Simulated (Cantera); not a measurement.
Charge: 1 mol n-butane, 0.55 mol H2O, held at 2275 K and 0.0170 bar.

Equilibrium computed with Cantera from the NASA thermochemical tables; the gas is ideal and each condensed phase is pure. The numbers say what is thermodynamically allowed, not how fast it happens.

| species | before | after |
|---|---|---|
| H2 | 0.849 | 0.926 |
| H | 0.0600 | 0.0627 |
| CO | 0.0875 | 0.00744 |
| C2H2 (acetylene) | 0.00323 | 0.00353 |
| C2H | 9.68e-6 | 1.01e-5 |
| C(graphite), mol | 3.41 | 3.92 |
Gas species are given as mole fractions.

Task: What was changed between the two runs?
A. pressure from 0.0170 bar to 0.220 bar
B. H2O from 0.55 to 0.039 mol
C. temperature from 2275 K to 2348 K
D. H2O from 0.55 to 1.1 mol

Result: B, H2O from 0.55 to 0.039 mol
